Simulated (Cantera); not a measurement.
A jet of 2.81 % CH4, 11.9 % O2, 85.3 % N2, equivalence ratio 0.47 at 300 K and 4300 Pa hits a platinum plate 2.1 cm away at a mass flux of 0.07 kg/m²/s; the plate temperature is set and raised in steps from an oxygen-covered start.

Cantera simulation using Deutschmann's 1995 Pt surface mechanism with GRI-Mech 3.0 gas chemistry; the numbers are that mechanism's predictions, not measurements. Catalytic surfaces can have several steady states; this one follows from the mechanism file's or the stated starting coverage.

One state of this run: wall x CH4 = 0.0174; wall x O2 = 0.0961; wall x H2O = 0.0198; wall x OH = 2.49e-7; wall x CO = 1.39e-5; wall x CO2 = 0.0130; θ free Pt = 0.389; θ O* = 0.611. x: mole fraction at the wall; θ: surface coverage.

Question: Which value of plate T (K) does it belong to?
A. 950
B. 1150
C. 1000
D. 1100

Answer: C, 1000
